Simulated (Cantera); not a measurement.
A closed system holds: 1 mol Al2O3, 300 mol H2, 0.22 mol H2O, equilibrated at 2123 K and 1.33 mbar.

Cantera equilibrium calculation (NASA polynomials, part measured and part estimated; ideal gas, pure solids and liquids). Candidate condensed phases: Al, Al2O3, H2O; 19 gas species. The tables' values for AlOH are old estimates; treat these amounts as uncertain. Kinetics and transport are ignored.

Base state: H2 0.901, H 0.0933, H2O 0.00368, Al 0.00162, Al2O 0.000251, AlOH 0.000137, OH 4.71e-5, AlO 2.88e-5 (mole fractions); condensed: Al2O3(s).

Question: What changes in the equilibrium state with this change: Al2O3 replaced by ZrO2?

Answer: 
| species | before | after |
|---|---|---|
| H2 | 0.901 | 0.906 |
| H | 0.0933 | 0.0935 |
| H2O | 0.00368 | 0.000690 |
| Al | 0.00162 | 0 |
| Al2O | 0.000251 | 0 |
| AlOH | 0.000137 | 0 |
| AlO | 2.88e-5 | 0 |
| AlH | 1.22e-5 | 0 |
| Al2O3(s), mol | 0.637 | 0 |
| ZrO2(tetragonal), mol | 0 | 0.999 |
Further candidate phases: Zr, ZrO2.
